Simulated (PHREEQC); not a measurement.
Make-up at 34 °C: 0.48 mol HBr, 0.00076 mol CO2 and 0.00066 mol Li2CO3 per kg of water. Closed to the air; pH follows from the charge balance.

All values are PHREEQC results (ion-association model, phreeqc.dat), not measurements.

```
quantity           before    after
----------------  -------  -------
pH                   0.44     0.45
(CO2)2 (mol/kgw)  5.48e-8  1.56e-7
HCO3- (mol/kgw)   3.00e-9  3.00e-9
```

### Question
What was changed between the two runs?
A. temperature from 34 to 25 °C
B. temperature from 34 to 80 °C
C. temperature from 34 to 55 °C
D. CO2 left out
E. diluted 10-fold with water

### Answer
B, temperature from 34 to 80 °C

Precipitation was switched off in this run. Away from 25 °C the constants follow the database's enthalpies or fits; those with neither stay at their 25 °C values.
